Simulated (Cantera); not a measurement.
Cantera run, input and output.

```python
import numpy as np
import cantera as ct

surf = ct.Interface("ptcombust.yaml", "Pt_surf")
gas = surf.adjacent["gas"]
gas.TPX = 723, 330000, {'H2': 0.0066, 'O2': 0.088, 'N2': 0.79}
surf.TP = 723, 330000
reactor = ct.FlowReactor(gas, clone=False)
reactor.area = 0.0001  # m2
reactor.surface_area_to_volume_ratio = 140  # 1/m
reactor.mass_flow_rate = 0.42 * reactor.area * gas.density  # inlet velocity 0.42 m/s
reactor.energy_enabled = False
wall = ct.ReactorSurface(surf, reactor, clone=False)
net = ct.ReactorNet([reactor])
net.rtol, net.atol = 1e-8, 1e-16
show, cover = ['H2', 'O2', 'H2O'], ['PT(S)', 'H(S)', 'O(S)', 'OH(S)', 'CO(S)', 'C(S)']

rows = []
print(f"{'z/m':>9s}{'u/(m/s)':>9s}" + "".join(f"{s:>13s}" for s in show + cover))
for z in [0.00075, 0.0014, 0.0028, 0.0054, 0.01, 0.02, 0.039, 0.075]:
    net.advance(z)
    rows.append([reactor.speed, *gas[show].X, *surf[cover].coverages])
    print(f"{z:9.4g}{rows[-1][0]:9.3g}" + "".join(f"{x:13.4e}" for x in rows[-1][1:]))
```

It prints:

```
      z/m  u/(m/s)           H2           O2          H2O        PT(S)         H(S)         O(S)        OH(S)        CO(S)         C(S)
  0.00075    0.419   3.5118e-03   9.7695e-02   3.9640e-03   6.5970e-02   3.2130e-08   9.2847e-01   5.5547e-03   1.8286e-26   2.0661e-29
   0.0014    0.419   2.3936e-03   9.7190e-02   5.0864e-03   4.5569e-02   1.6191e-08   9.4949e-01   4.9370e-03  -1.4467e-25  -1.2726e-29
   0.0028    0.419   1.4055e-03   9.6743e-02   6.0782e-03   2.7745e-02   6.5262e-09   9.6818e-01   4.0707e-03   2.5016e-26   2.3192e-29
   0.0054    0.419   7.7174e-04   9.6457e-02   6.7143e-03   1.6902e-02   2.6150e-09   9.7981e-01   3.2851e-03  -2.9872e-26   1.0289e-30
     0.01    0.419   3.9412e-04   9.6286e-02   7.0933e-03   1.1204e-02   1.1805e-09   9.8607e-01   2.7258e-03  -1.6220e-27   3.1658e-31
     0.02    0.418   1.4418e-04   9.6173e-02   7.3442e-03   8.1122e-03   5.9117e-10   9.8954e-01   2.3473e-03   2.4944e-26  -7.8659e-31
    0.039    0.418   3.1537e-05   9.6122e-02   7.4573e-03   6.9629e-03   4.0771e-10   9.9085e-01   2.1860e-03  -2.7765e-29  -2.5637e-32
    0.075    0.418   2.2375e-06   9.6109e-02   7.4867e-03   6.6907e-03   3.6719e-10   9.9116e-01   2.1457e-03  -7.8241e-27  -2.0179e-30
```

Computed with Cantera and Deutschmann's 1995 Pt surface mechanism with GRI-Mech 3.0 gas chemistry. Catalytic surfaces can have several steady states; this one follows from the mechanism file's or the stated starting coverage. Mass transfer to the wall is taken as infinitely fast.
